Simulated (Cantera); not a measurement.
A perfectly stirred reactor is fed with CH4 : H2 : CO2 = 0.017 : 1 : 0.016 (molar parts), at 0.133 bar; it is held at 1998 K, and followed from long to short residence time.

Detailed kinetics in Cantera: GRI-Mech 3.0 (53 species, 325 reactions).

x: mole fraction; the columns are a selection and need not sum to one.

```tsv
τ (s)	x CH4	x H2	x CO2	x HO2	x CH3
11	0.000449	0.963	2.02e-5	<1e-12	?
3.7	0.000741	0.962	3.35e-5	<1e-12	?
1.3	0.00119	0.961	5.28e-5	<1e-12	?
0.45	0.00190	0.959	8.81e-5	<1e-12	?
0.16	0.00300	0.957	0.000169	<1e-12	?
0.055	0.00481	0.956	0.000404	<1e-12	?
0.019	0.00746	0.955	0.00108	<1e-12	?
0.0067	0.0107	0.955	0.00287	<1e-12	?
```

Q: Fill in the missing entries.

A: 
- 11, x CH3: 3.97e-5
- 3.7, x CH3: 6.51e-5
- 1.3, x CH3: 0.000104
- 0.45, x CH3: 0.000164
- 0.16, x CH3: 0.000254
- 0.055, x CH3: 0.000392
- 0.019, x CH3: 0.000575
- 0.0067, x CH3: 0.000750
